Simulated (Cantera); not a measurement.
Ignition delay

Mixture: CH4 : O2 : N2 = 1 : 1 : 3.76 (molar parts), equivalence ratio 2.0, at 32.0 bar, adiabatic and at constant volume. Ignition delay is the time to a rise of 400 K.

Computed with Cantera and GRI-Mech 3.0 (53 species, 325 reactions). The pressure lies above the range GRI-Mech 3.0 was tuned for (to about 10 atm).

```tsv
T0 (K)	delay (ms)
1250	0.932
1325	0.418
1400	0.198
1475	0.0980
1550	0.0502
1625	0.0265
1700	0.0144
1775	0.00810
1850	0.00472
```

| Property | Value |
|---|---|
| apparent activation energy between 1700 and 1850 K | 190 kJ/mol |
